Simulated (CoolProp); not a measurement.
A simple Rankine cycle with trans-2-butene: condensing at 309.15 K, boiler at 2.19 MPa, turbine inlet 524 K, turbine efficiency 0.9, pump efficiency 0.7, no recuperator. Each further row changes one setting.

The numbers come from the reference Helmholtz-energy equation of state, Lemmon 2005 in CoolProp. It is a short technical equation, of lower accuracy than the large ones.

```csv
case,thermal efficiency (%),net work (kJ/kg),heat in (kJ/kg),turbine exit temperature (K),volume ratio over the turbine
as stated,___,113,780,462.0,___
condensing temperature 301.15 K,15.9,___,___,___,8.07
boiler pressure 1.53 MPa,12.0,95.1,___,474.8,4.46
turbine efficiency 0.8,12.8,99.8,780,___,___
```

### Question
Some entries are withheld; supply them.

### Answer

- as stated, thermal efficiency (%): 14.5
- as stated, volume ratio over the turbine: 6.42
- condensing temperature 301.15 K, net work (kJ/kg): 127
- condensing temperature 301.15 K, heat in (kJ/kg): 799
- condensing temperature 301.15 K, turbine exit temperature (K): 455.0
- boiler pressure 1.53 MPa, heat in (kJ/kg): 791
- turbine efficiency 0.8, turbine exit temperature (K): 468.0
- turbine efficiency 0.8, volume ratio over the turbine: 6.51
